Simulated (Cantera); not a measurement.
A Cantera script and what it prints.

```python
import numpy as np
import cantera as ct

gas_names = """
    AL ALCL ALCL2 ALCL3 ALH ALN AL2 AL2CL6 CL CL2 H HCL H2 N NH NH2 NH3 N2 N2H2 N2H4
""".split()
cond_names = """
    AL(cr) AL(L) ALCL3(s) ALCL3(L) ALN(s) NH4CL(a) NH4CL(b)
""".split()


# ... load() reads the species with a 1 bar reference pressure and builds the phases ...
atoms = {
    'AlCl3': {'AL': 1, 'CL': 3},
    'NH3': {'N': 1, 'H': 3},
    'N2': {'N': 2},
}
top_T = {'ALN(s)': 2750}  # K; cautious upper limits of use, not melting points


# ... equilibrate(T, P, feed) seeds the gas with the atoms and calls Mixture.equilibrate('TP', solver="vcs", rtol=1e-11, max_steps=5000) ...
results = []
feed = {'AlCl3': 1, 'NH3': 0.4, 'N2': 22}  # mol
P = 19  # Pa
for T in [1350, 1375, 1400, 1425, 1450, 1475, 1500, 1525, 1550, 1575, 1600, 1625, 1650, 1675]:
    mix = equilibrate(T, P, feed)
    results.append((T, P, feed, dict(zip(mix.species_names, mix.species_moles))))

top = {s: max(r[3][s] / sum(r[3][g] for g in gas_names) for r in results) for s in gas_names}
cols = sorted((s for s in top if top[s] > 1e-05), key=lambda s: -top[s])[:7]
seen = [c for c in cond_names if any(r[3].get(c, 0) > 1e-12 for r in results)]
print("log10 of partial pressures in bar; condensed amounts in mol")
print(f"{'T/K':>10s}" + "".join(f"{s[:9]:>10s}" for s in cols + seen))
for T, P, feed, n in results:
    ng = sum(n[g] for g in gas_names)
    print(f"{T:10.4g}" + "".join(f"{np.log10(max(n[s] / ng * P / 1e5, 1e-99)):10.3f}" for s in cols)
          + "".join(f"{n.get(c, 0):10.4g}" for c in seen))
```

It prints:

```
log10 of partial pressures in bar; condensed amounts in mol
       T/K        N2       HCL     ALCL3      ALCL        H2        CL     ALCL2
      1350    -3.756    -5.392    -5.261    -5.786    -5.567    -8.311    -6.106
      1375    -3.757    -5.339    -5.287    -5.729    -5.613    -8.079    -6.065
      1400    -3.757    -5.290    -5.315    -5.677    -5.666    -7.855    -6.029
      1425    -3.758    -5.248    -5.345    -5.631    -5.724    -7.638    -5.998
      1450    -3.759    -5.210    -5.375    -5.591    -5.790    -7.428    -5.971
      1475    -3.759    -5.177    -5.407    -5.555    -5.862    -7.225    -5.947
      1500    -3.760    -5.149    -5.438    -5.523    -5.941    -7.027    -5.926
      1525    -3.760    -5.126    -5.470    -5.496    -6.027    -6.835    -5.908
      1550    -3.761    -5.107    -5.502    -5.471    -6.117    -6.648    -5.893
      1575    -3.762    -5.092    -5.535    -5.449    -6.211    -6.468    -5.879
      1600    -3.762    -5.080    -5.569    -5.428    -6.305    -6.294    -5.868
      1625    -3.763    -5.072    -5.607    -5.407    -6.396    -6.129    -5.859
      1650    -3.764    -5.066    -5.652    -5.384    -6.480    -5.973    -5.853
      1675    -3.765    -5.062    -5.707    -5.360    -6.552    -5.829    -5.852
```

These are equilibrium values from Cantera (NASA tables, ideal gas, pure condensed phases), not measurements of a reactor. The tables' values for AlCl2 are old estimates; treat these amounts as uncertain.
